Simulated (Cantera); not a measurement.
A perfectly stirred reactor is fed with CH₄ : O₂ : N₂ = 1 : 1.43 : 5.37 (molar parts), equivalence ratio 1.4, at 14.8 atm; it is adiabatic with a 325 K inlet, and is followed from long to short residence time, starting on the burning branch (τ in s: 0.16, 0.048, 0.014, 0.0044, 0.0013, 0.0004, 0.00012, 3.7e-05, 1.1e-05, 3.4e-06).

Model: GRI-Mech 3.0 (53 species, 325 reactions), integrated in Cantera. The pressure lies above the range GRI-Mech 3.0 was tuned for (to about 10 atm).

x: mole fraction; the columns are a selection and need not sum to one.

```csv
τ (s),T (K),x CH₄,x O₂,x HCN,x C₂H₆,x CO₂
0.16,2004,0.000580,3.60e-5,5.11e-6,___,0.0460
0.048,2008,0.00139,0.000114,1.24e-5,___,0.0467
0.014,2014,0.00276,0.000360,1.94e-5,___,0.0479
0.0044,2017,0.00446,0.00102,2.15e-5,___,0.0490
0.0013,2006,0.00666,0.00298,1.80e-5,___,0.0490
0.00040,1953,0.00994,0.00871,8.52e-6,___,0.0450
0.00012,325,0.128,0.183,<1e-12,<1e-12,<1e-12
3.7e-5,325,0.128,0.183,<1e-12,<1e-12,<1e-12
1.1e-5,325,0.128,0.183,<1e-12,<1e-12,<1e-12
3.4e-6,325,0.128,0.183,<1e-12,<1e-12,<1e-12
```

Problem. Complete the blanks.

Solution. 
- 0.16, x C₂H₆: 6.51e-8
- 0.048, x C₂H₆: 4.13e-7
- 0.014, x C₂H₆: 1.96e-6
- 0.0044, x C₂H₆: 6.76e-6
- 0.0013, x C₂H₆: 2.28e-5
- 0.00040, x C₂H₆: 8.61e-5
